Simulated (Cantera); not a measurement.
An isothermal, constant-pressure homogeneous reactor starts with NO : N2 = 1 : 1.7 (molar parts), at 2075 K and 450 Torr. Integrator tolerance rtol = 1e-08.

Model: GRI-Mech 3.0 (53 species, 325 reactions), integrated in Cantera.

### Question
What does this change do: temperature 2075 to 1698 K?

### Answer
```csv
quantity,before,after
x(NO) at 5.00 s,0.00992 (gas-phase equilibrium 0.00881),0.306 (gas-phase equilibrium 0.00275)
x(NO2) at 5.00 s,1.09e-5 (gas-phase equilibrium 9.65e-6),0.000298 (gas-phase equilibrium 6.25e-6)
x(N2O) at 5.00 s,3.95e-7 (gas-phase equilibrium 3.87e-7),3.57e-5 (gas-phase equilibrium 1.26e-7)
x(N2) at 5.00 s,0.810 (gas-phase equilibrium 0.810),0.662 (gas-phase equilibrium 0.813)
x(O2) at 5.00 s,0.180 (gas-phase equilibrium 0.180),0.0317 (gas-phase equilibrium 0.184)
```
